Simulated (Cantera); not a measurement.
Input: 1 mol Fe(CO)5, 0.63 mol CO, 1.3 mol H2, at 0.195 Torr.

Points: T (K) = 775, 850, 925, 1000, 1075, 1150, 1225, 1300, 1375, 1450, 1525, 1600.

Cantera's Mixture.equilibrate('TP', solver="vcs", rtol=1e-11, max_steps=5000) on the NASA tables stopped like this:

```
T = 775 K  P = 26 Pa  gas = 6.683 mol
   x: CO 7.703e-01  H2 1.927e-01  CO2 3.516e-02  H2O 1.743e-03  CH4 1.975e-05
   condensed (mol): C(gr) 0.2465  Fe(a) 1
ERROR: FAILURE its = 5001!

*******************************************************************************
CanteraError thrown by MultiPhase::equilibrate:
VCS solver failed. Return code: -1
*******************************************************************************
```

What got this run through?

One answer among several that fit: The failure is numerical, not chemical. The same input converged with solver="gibbs", rtol=1e-10, max_steps=50000, and the result passed a check of the equilibrium conditions:
```
T = 775 K  P = 26 Pa  gas = 6.683 mol
   x: CO 7.703e-01  H2 1.927e-01  CO2 3.516e-02  H2O 1.743e-03  CH4 1.975e-05
   condensed (mol): C(gr) 0.2465  Fe(a) 1
T = 850 K  P = 26 Pa  gas = 6.903 mol
   x: CO 8.080e-01  H2 1.880e-01  CO2 3.657e-03  H2O 2.787e-04  CH4 5.720e-06
   condensed (mol): C(gr) 0.02713  Fe(a) 1
T = 925 K  P = 26 Pa  gas = 6.926 mol
   x: CO 8.118e-01  H2 1.876e-01  CO2 5.151e-04  H2O 5.887e-05  CH4 2.077e-06
   condensed (mol): C(gr) 0.003961  Fe(a) 1
T = 1000 K  P = 26 Pa  gas = 6.929 mol
   x: CO 8.123e-01  H2 1.876e-01  CO2 9.732e-05  H2O 1.566e-05
   condensed (mol): C(gr) 0.0007768  Fe(a) 1
T = 1075 K  P = 26 Pa  gas = 6.93 mol
   x: CO 8.124e-01  H2 1.876e-01  CO2 2.332e-05  H2O 5.007e-06
   condensed (mol): C(gr) 0.0001934  Fe(a) 1
T = 1150 K  P = 26 Pa  gas = 6.93 mol
   x: CO 8.124e-01  H2 1.876e-01  CO2 6.770e-06  H 2.004e-06  H2O 1.858e-06
   condensed (mol): C(gr) 5.82e-05  Fe(a) 1
T = 1225 K  P = 26 Pa  gas = 6.93 mol
   x: CO 8.124e-01  H2 1.876e-01  H 8.371e-06  CO2 2.298e-06
   condensed (mol): C(gr) 2.007e-05  Fe(c) 1
T = 1300 K  P = 26 Pa  gas = 6.93 mol
   x: CO 8.124e-01  H2 1.876e-01  H 2.971e-05  Fe 4.199e-06
   condensed (mol): C(gr) 6.655e-06  Fe(c) 1
T = 1375 K  P = 26 Pa  gas = 6.931 mol
   x: CO 8.123e-01  H2 1.875e-01  H 9.202e-05  Fe 3.158e-05
   condensed (mol): Fe(c) 0.9998
T = 1450 K  P = 26 Pa  gas = 6.932 mol
   x: CO 8.122e-01  H2 1.874e-01  H 2.539e-04  Fe 1.919e-04
   condensed (mol): Fe(c) 0.9987
T = 1525 K  P = 26 Pa  gas = 6.939 mol
   x: CO 8.114e-01  H2 1.870e-01  Fe 9.727e-04  H 6.345e-04
   condensed (mol): Fe(c) 0.9933
T = 1600 K  P = 26 Pa  gas = 6.964 mol
   x: CO 8.084e-01  H2 1.859e-01  Fe 4.217e-03  H 1.454e-03
   condensed (mol): Fe(c) 0.9706
```

The gas is ideal and each condensed phase is pure. Condensed phases not in the tables: cementite and carbon dissolved in iron.
